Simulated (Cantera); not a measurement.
A freely propagating, adiabatic, planar premixed flame of CH₄ : CO : O₂ : N₂ : CO₂ = 1 : 0.1 : 2.07 : 7.79 : 0.041 (molar parts), equivalence ratio 0.99, unburnt at 423 K and 100000 Pa; mixture-averaged transport, grid criteria slope 0.08 and curve 0.16, no radiation.

Model: GRI-Mech 3.0 (53 species, 325 reactions), integrated in Cantera. Burning velocities carry a grid error of a few per cent, more on coarse grids.

x: mole fraction of selected species; z is measured from the peak of heat release.

| z (mm) | T (K) | u (m/s) | x CH₄ | x CO | x O₂ | x H₂ | x HCN | x C₂H₆ |
|---|---|---|---|---|---|---|---|---|
| -1.17 | 423 | 0.681 | 0.0908 | 0.00909 | 0.188 | 0.000561 | <1e-8 | <1e-8 |
| -0.781 | 424 | 0.683 | 0.0906 | 0.00909 | 0.188 | ? | <1e-8 | ? |
| -0.586 | 430 | 0.693 | 0.0901 | 0.00917 | 0.187 | 0.00373 | <1e-8 | 1.55e-6 |
| -0.390 | 479 | 0.778 | 0.0868 | 0.0101 | 0.183 | 0.00777 | 2.67e-8 | 2.81e-5 |
| -0.195 | 872 | 1.43 | 0.0634 | 0.0208 | 0.153 | 0.0150 | 4.69e-7 | 0.000555 |
| -0.0976 | 1301 | 2.16 | 0.0356 | 0.0362 | 0.112 | 0.0186 | 1.30e-6 | 0.000827 |
| 0 | 1705 | 2.85 | 0.00851 | 0.0516 | 0.0638 | 0.0191 | 2.67e-6 | 9.94e-5 |
| 0.0976 | 1869 | 3.12 | 0.000566 | 0.0488 | 0.0360 | 0.0148 | 2.24e-6 | 3.75e-7 |
| 0.195 | 1918 | 3.18 | 1.89e-5 | 0.0395 | 0.0268 | 0.0125 | 8.40e-7 | <1e-8 |
| 0.390 | 1974 | 3.26 | 3.19e-8 | 0.0302 | 0.0218 | 0.0119 | 9.28e-8 | <1e-8 |
| 0.781 | 2043 | 3.36 | <1e-8 | 0.0254 | 0.0187 | 0.0108 | <1e-8 | <1e-8 |
| 1.56 | 2120 | 3.47 | <1e-8 | 0.0219 | 0.0158 | 0.00887 | <1e-8 | <1e-8 |
| 3.12 | 2189 | 3.56 | <1e-8 | ? | ? | ? | <1e-8 | <1e-8 |

Question: Complete the blanks.

Answer: 
- -0.781, x H₂: 0.00190
- -0.781, x C₂H₆: 1.72e-7
- 3.12, x CO: 0.0181
- 3.12, x O₂: 0.0128
- 3.12, x H₂: 0.00683
